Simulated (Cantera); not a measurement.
Gas-phase reforming

An isothermal, constant-pressure homogeneous reactor starts with CH₄ : H₂O = 1 : 0.75 (molar parts), at 1548 K and 0.370 bar.

Cantera simulation using GRI-Mech 3.0 (53 species, 325 reactions); the numbers are that mechanism's predictions, not measurements. GRI-Mech 3.0 stops at C3 and has no aromatics, soot or wall deposition, so with more carbon than oxygen in the feed, carbon stays in small species such as C2H2 where larger ones or solid carbon would form.

```json
[
 {"t (s)": "0.000700", "x CH₄": "0.570", "x H₂O": "0.428", "x CO": "4.79e-8", "x OH": "4.61e-7", "x H": "2.12e-7"},
 {"t (s)": "0.00252", "x CH₄": "0.567", "x H₂O": "0.428", "x CO": "2.26e-6", "x OH": "7.33e-7", "x H": "4.93e-7"},
 {"t (s)": "0.00910", "x CH₄": "0.545", "x H₂O": "0.424", "x CO": "4.41e-5", "x OH": "9.82e-7", "x H": "1.99e-6"},
 {"t (s)": "0.0328", "x CH₄": "0.470", "x H₂O": "0.404", "x CO": "0.000283", "x OH": "8.55e-7", "x H": "6.27e-6"},
 {"t (s)": "0.118", "x CH₄": "0.331", "x H₂O": "0.362", "x CO": "0.00149", "x OH": "6.99e-7", "x H": "1.35e-5"},
 {"t (s)": "0.427", "x CH₄": "0.167", "x H₂O": "0.309", "x CO": "0.00695", "x OH": "6.10e-7", "x H": "2.33e-5"},
 {"t (s)": "1.54", "x CH₄": "0.0662", "x H₂O": "0.247", "x CO": "0.0281", "x OH": "5.43e-7", "x H": "3.41e-5"},
 {"t (s)": "5.55", "x CH₄": "0.0422", "x H₂O": "0.162", "x CO": "0.0830", "x OH": "3.51e-7", "x H": "3.90e-5"},
 {"t (s)": "20.0", "x CH₄": "0.0311", "x H₂O": "0.0734", "x CO": "0.153", "x OH": "1.51e-7", "x H": "4.15e-5"}
]
```
x: mole fraction; the columns are a selection and need not sum to one.

Equilibrium at this temperature and pressure: CH₄ 0.0192, H₂O 1.53e-6, CO 0.219, OH 3.04e-12, H 4.37e-5 (gas phase only).
